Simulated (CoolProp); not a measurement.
C3F8 (R218) at 420.82 K and 0.752 MPa is throttled through a valve to 0.264 MPa with no heat exchange. Each further row changes one setting.

Computed with CoolProp (reference Helmholtz-energy equation of state, Lemmon 2006). It is a short technical equation, of lower accuracy than the large ones.

```tsv
case	temperature change (K)	final density (kg/m³)
as stated	-2.3	[?]
outlet pressure 0.0792 MPa	[?]	[?]
outlet pressure 0.343 MPa	-1.9	[?]
```

Q: Fill in the missing entries.

A: 
- as stated, final density (kg/m³): 14.5
- outlet pressure 0.0792 MPa, temperature change (K): -3.2
- outlet pressure 0.0792 MPa, final density (kg/m³): 4.31
- outlet pressure 0.343 MPa, final density (kg/m³): 18.9
